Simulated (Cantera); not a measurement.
A Cantera script and its output.

```python
import numpy as np
import cantera as ct

gas = ct.Solution("gri30.yaml")
gas.TPX = 1748, 100000, {'CO': 1, 'H2': 0.042, 'O2': 0.474, 'N2': 1.78, 'H2O': 0.82}
reactor = ct.IdealGasReactor(gas, energy="on", clone=False)
net = ct.ReactorNet([reactor])
net.rtol, net.atol = 1e-08, 1e-16
show = ['CO', 'H2', 'O2', 'N2O', 'HO2', 'H2O']
times = np.geomspace(2e-06, 0.2, 16)

steps = ct.SolutionArray(gas, extra=["t"])
rows = []
print(f"{'t/s':>10s}{'T/K':>9s}{'P/Pa':>11s}" + "".join(f"{s:>11s}" for s in show))
for t in times:
    while net.time < t:
        t_next = net.step()
        steps.append(gas.state, t=t_next)
    rows.append([np.interp(t, steps.t, y) for y in (steps.T, steps.P, *steps(*show).X.T)])
    print(f"{t:10.3e}{rows[-1][0]:9.1f}{rows[-1][1]:11.4g}" + "".join(f"{x:11.3e}" for x in rows[-1][2:]))
rate = np.gradient(steps.T, steps.t)
print("integrator steps:", len(steps.t))
if steps.T.max() > steps.T[0] + 200:
    print(f"time of steepest temperature rise: {steps.t[rate.argmax()]:.4e} s")
gas.TPX = 1748, 100000, {'CO': 1, 'H2': 0.042, 'O2': 0.474, 'N2': 1.78, 'H2O': 0.82}
gas.equilibrate("UV")
print(f"equilibrium (UV): T = {gas.T:.1f} K  " + "  ".join(f"{s} {gas[s].X[0]:.3e}" for s in show))
```

Result:

```
       t/s      T/K       P/Pa         CO         H2         O2        N2O        HO2        H2O
 2.000e-06   1748.0      1e+05  2.430e-01  1.020e-02  1.152e-01  4.713e-12  3.761e-07  1.992e-01
 4.309e-06   1748.0      1e+05  2.429e-01  1.020e-02  1.152e-01  2.001e-11  6.868e-07  1.992e-01
 9.283e-06   1748.1      1e+05  2.428e-01  1.017e-02  1.151e-01  2.171e-10  3.057e-06  1.992e-01
 2.000e-05   1764.1  1.009e+05  2.319e-01  8.135e-03  1.064e-01  2.279e-08  3.543e-05  1.970e-01
 4.309e-05   2159.3  1.211e+05  1.172e-01  2.571e-02  5.156e-02  1.106e-07  1.513e-05  1.615e-01
 9.283e-05   2545.7  1.389e+05  1.051e-01  1.976e-02  4.167e-02  2.162e-07  8.728e-06  1.805e-01
 2.000e-04   2741.8  1.475e+05  9.478e-02  1.615e-02  3.519e-02  4.164e-07  1.011e-05  1.906e-01
 4.309e-04   2757.6  1.481e+05  9.371e-02  1.585e-02  3.407e-02  4.446e-07  1.024e-05  1.915e-01
 9.283e-04   2754.6  1.479e+05  9.377e-02  1.590e-02  3.314e-02  4.524e-07  9.968e-06  1.917e-01
 2.000e-03   2750.2  1.477e+05  9.388e-02  1.597e-02  3.184e-02  4.786e-07  9.586e-06  1.920e-01
 4.309e-03   2747.1  1.475e+05  9.396e-02  1.602e-02  3.093e-02  5.076e-07  9.316e-06  1.922e-01
 9.283e-03   2746.5  1.474e+05  9.397e-02  1.603e-02  3.075e-02  5.140e-07  9.265e-06  1.922e-01
 2.000e-02   2746.5  1.474e+05  9.397e-02  1.603e-02  3.075e-02  5.141e-07  9.264e-06  1.922e-01
 4.309e-02   2746.5  1.474e+05  9.397e-02  1.603e-02  3.075e-02  5.141e-07  9.264e-06  1.922e-01
 9.283e-02   2746.5  1.474e+05  9.397e-02  1.603e-02  3.075e-02  5.141e-07  9.264e-06  1.922e-01
 2.000e-01   2746.5  1.474e+05  9.397e-02  1.603e-02  3.075e-02  5.141e-07  9.264e-06  1.922e-01
integrator steps: 1145
time of steepest temperature rise: 3.1147e-05 s
equilibrium (UV): T = 2746.5 K  CO 9.397e-02  H2 1.603e-02  O2 3.075e-02  N2O 5.141e-07  HO2 9.264e-06  H2O 1.922e-01
```

Computed with Cantera and GRI-Mech 3.0 (53 species, 325 reactions).
